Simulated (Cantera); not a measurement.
Reactions in the system H-N-Nb-O

Source: NASA polynomial tables (part measured, part estimated), evaluated in Cantera. Values are per mole of reaction as written; species without (g) are pure solids or liquids, kept so even where they would boil at 1 bar.

3 Nb + 4 N(g) + 6 H2O(g) ⇌ 4 NH3(g) + 3 NbO2(g)

```csv
T (K),ΔH° (kJ),ΔS° (J/K),ΔG° (kJ),log10 K,condensed phases
300,-1223.7,-266.2,-1143.8,199.15,Nb(s)
948,-1253.0,-325.1,-944.7,52.05,Nb(s)
1148,-1257.5,-329.4,-879.3,40.01,Nb(s)
1348,-1261.8,-332.9,-813.0,31.50,Nb(s)
1548,-1266.4,-336.1,-746.1,25.18,Nb(s)
1748,-1271.5,-339.2,-678.6,20.28,Nb(s)
1948,-1277.2,-342.3,-610.4,16.37,Nb(s)
2148,-1283.9,-345.5,-541.7,13.17,Nb(s)
2348,-1291.7,-349.0,-472.2,10.50,Nb(s)
2548,-1301.1,-352.9,-402.0,8.24,Nb(s)
2748,-1312.7,-357.2,-331.0,6.29,Nb(s)
2948,-1400.5,-389.1,-253.5,4.49,Nb(l)
```
